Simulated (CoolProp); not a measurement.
Vapour pressure (bar) of C2F6 (R116): the reference equation beside estimates from Tc = 293.0 K, pc = 30.48 bar, ω = 0.257. Clausius-Clapeyron is anchored at 216.6 K with a constant enthalpy of vaporisation of 14.75 kJ/mol.

Model: reference Helmholtz-energy equation of state, Lemmon 2006, in CoolProp. It is a short technical equation, of lower accuracy than the large ones.

```
T (K)  reference  Lee-Kesler  Clausius-Clapeyron  van der Waals  Redlich-Kwong  Soave-Redlich-Kwong  Peng-Robinson
-----  ---------  ----------  ------------------  -------------  -------------  -------------------  -------------
206.9      1.837       1.838               1.928          6.384          2.865                1.837          1.829
209.4      2.062       2.066               2.136          6.782          3.165                2.064          2.053
211.8      2.298       2.304               2.351          7.180          3.472                2.303          2.287
214.2      2.554       2.562               2.583          7.592          3.801                2.561          2.542
216.6      2.831       2.841               2.831          8.020          4.151                2.842          2.817
219.1      3.143       3.156               3.108          8.481          4.540                3.158          3.128
221.5      3.466       3.482               3.393          8.940          4.936                3.486          3.450
223.9      3.814       3.832               3.697          9.415          5.356                3.839          3.797
226.4      4.203       4.225               4.035          9.926          5.820                4.234          4.186
228.8      4.604       4.629               4.381          10.43          6.290                4.642          4.587
231.2      5.033       5.060               4.748          10.96          6.787                5.079          5.017
233.6      5.491       5.521               5.137          11.49          7.310                5.546          5.476
236.1      6.001       6.033               5.567          12.07          7.883                6.065          5.987
238.5      6.522       6.557               6.004          12.65          8.462                6.597          6.511
240.9      7.077       7.113               6.466          13.24          9.070                7.163          7.069
```

Absolute difference from the reference over all 15 rows, mean and median: Lee-Kesler 0.4 and 0.5 %, Clausius-Clapeyron 4.2 and 4.0 %, van der Waals 154.4 and 146.9 %, Redlich-Kwong 41.0 and 40.4 %, Soave-Redlich-Kwong 0.6 and 0.7 %, Peng-Robinson 0.4 and 0.4 %.
